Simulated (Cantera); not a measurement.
A closed system holds: 1 mol CsOH, 0.045 mol H2, 7.9 mol O2, held at 948 K and 0.100 bar.

These are equilibrium values from Cantera (NASA tables, ideal gas, pure condensed phases), not measurements of a reactor. Candidate condensed phases: Cs, CsOH, H2O; 15 gas species. Rates play no part.

Base state: O2 0.895, CsOH 0.0865, Cs2(OH)2 0.0135, H2O 0.00511 (mole fractions); condensed: gas only.

### Question
What changes in the equilibrium state with this change: temperature from 948 K to 1550 K?

### Answer
```tsv
species	before	after
O2	0.895	0.882
CsOH	0.0865	0.111
H2O	0.00511	0.00545
Cs2(OH)2	0.0135	4.40e-6
Cs	2.14e-8	0.000838
O	<1e-9	2.33e-5
CsO	2.54e-9	5.12e-5
OH	2.27e-8	7.09e-5
```

### Question
What changes in the equilibrium state with this change: temperature from 948 K to 1225 K?

### Answer
```
species    before     after
--------  -------  --------
O2          0.895     0.883
CsOH       0.0865     0.112
H2O       0.00511   0.00505
Cs2(OH)2   0.0135  0.000156
Cs        2.14e-8   1.18e-5
```

### Question
What changes in the equilibrium state with this change: temperature from 948 K to 1473 K?

### Answer
```tsv
species	before	after
O2	0.895	0.883
CsOH	0.0865	0.112
H2O	0.00511	0.00522
Cs2(OH)2	0.0135	8.92e-6
Cs	2.14e-8	0.000369
CsO	2.54e-9	2.38e-5
```
